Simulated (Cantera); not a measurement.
A Cantera script and what it prints.

```python
import numpy as np
import cantera as ct

gas_names = """
    CL LiCL O2
""".split()
cond_names = """
    Li2O(s) Li2O(L)
""".split()


# ... load() reads the species with a 1 bar reference pressure and builds the phases ...
species = {s.name: s for s in load("nasa_gas.yaml", gas_names) + load("nasa_condensed.yaml", cond_names)}
# Each term lists the table entries of one substance; the one whose range holds T is used.
reactions = {
    '4 Cl(g) + 2 Li2O = 4 LiCl(g) + O2(g)':
        [(-4, ['CL']), (-2, ['Li2O(s)', 'Li2O(L)']), (4, ['LiCL']), (1, ['O2'])],
}


def pick(names, T):
    return next(species[n] for n in names if species[n].thermo.min_temp <= T <= species[n].thermo.max_temp)


results = []
for label, terms in reactions.items():
    print(label)
    print("     T/K   dH/kJ  dS/(J/K)   dG/kJ   log10 K")
    for T in [1275, 1375, 1475, 1575, 1675, 1775, 1875]:
        used = [(nu, pick(names, T)) for nu, names in terms]
        dH = sum(nu * s.thermo.h(T) for nu, s in used) / 1e6
        dS = sum(nu * s.thermo.s(T) for nu, s in used) / 1e3
        dG = dH - T * dS / 1e3
        logK = -dG * 1e6 / (ct.gas_constant * T * np.log(10))
        results.append((label, T, dH, dS, dG, logK, [s.name for _, s in used]))
        print(f"{T:8g} {dH:8.1f} {dS:8.1f} {dG:8.1f} {logK:8.2f}")
```

Output:

```
4 Cl(g) + 2 Li2O = 4 LiCl(g) + O2(g)
     T/K   dH/kJ  dS/(J/K)   dG/kJ   log10 K
    1275   -137.0    230.9   -431.4    17.67
    1375   -145.7    224.3   -454.2    17.25
    1475   -154.7    218.0   -476.3    16.87
    1575   -163.8    212.0   -497.8    16.51
    1675   -173.1    206.3   -518.7    16.17
    1775   -182.4    200.9   -539.0    15.86
    1875   -309.0    132.2   -556.8    15.51
```

Source: NASA polynomial tables (part measured, part estimated), evaluated in Cantera. Condensed species are held in their standard states even where they would react or evaporate.
